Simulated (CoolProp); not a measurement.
Vapour-liquid equilibrium of CHF3 (R23) (1) + propylene (2) at 1.27 MPa; x and y are mole fractions of (1).

Model: multi-fluid Helmholtz-energy mixture model, Penoncello 2003 and Lemmon 2013; pair parameters Bell 2016, in CoolProp.

```
x      bubble temperature (K)  y at the bubble point  dew temperature at overall composition x (K)  liquid density (mol/L)
-----  ----------------------  ---------------------  --------------------------------------------  ----------------------
0.05                    292.0                  0.216                                         299.8                   12.30
0.125                   280.6                  0.434                                         296.4                   12.83
0.2                     272.5                  0.567                                         292.8                   13.24
0.275                   267.0                  0.650                                         289.1                   13.58
0.35                    263.0                  0.706                                         285.2                   13.87
0.425                   260.2                  0.746                                         281.1                   14.14
0.5                     258.0                  0.777                                         276.7                   14.40
0.575                   256.3                  0.804                                         272.0                   14.67
0.65                    254.8                  0.830                                         267.0                   14.96
0.725                   253.5                  0.855                                         261.6                   15.28
0.8                     252.4                  0.884                                         256.5                   15.65
0.875                   251.4                  0.918                                         252.7                   16.07
0.95                    250.6                  0.962                                         250.8                   16.55
```

No azeotrope shows between x = 0.05 and 0.95.

The pair parameters rest on a limited set of measurements; away from them the model extrapolates.
